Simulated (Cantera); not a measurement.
An isothermal, constant-pressure homogeneous reactor starts with NO : N2 = 1 : 0.13 (molar parts), at 1650 K and 1350 Torr. Integrator tolerance rtol = 1e-08.

Computed with Cantera and GRI-Mech 3.0 (53 species, 325 reactions).

```csv
quantity,before,after
x(NO) at 20.0 s,0.187 (gas-phase equilibrium 0.00292),0.770 (gas-phase equilibrium 0.000888)
x(N2O) at 20.0 s,1.35e-5 (gas-phase equilibrium 1.94e-7),0.000190 (gas-phase equilibrium 6.36e-8)
x(N2) at 20.0 s,0.464 (gas-phase equilibrium 0.556),0.172 (gas-phase equilibrium 0.557)
x(O2) at 20.0 s,0.348 (gas-phase equilibrium 0.441),0.0545 (gas-phase equilibrium 0.442)
x(O) at 20.0 s,1.15e-5 (gas-phase equilibrium 1.29e-5),1.72e-7 (gas-phase equilibrium 4.72e-7)
x(NO2) at 20.0 s,0.00114 (gas-phase equilibrium 2.00e-5),0.00396 (gas-phase equilibrium 1.28e-5)
```

Task: Which change was made?
A) temperature 1650 to 1400 K
B) pressure from 1350 Torr to 698 Torr
C) temperature 1650 to 1550 K
D) temperature 1650 to 1450 K

Result: A, temperature 1650 to 1400 K
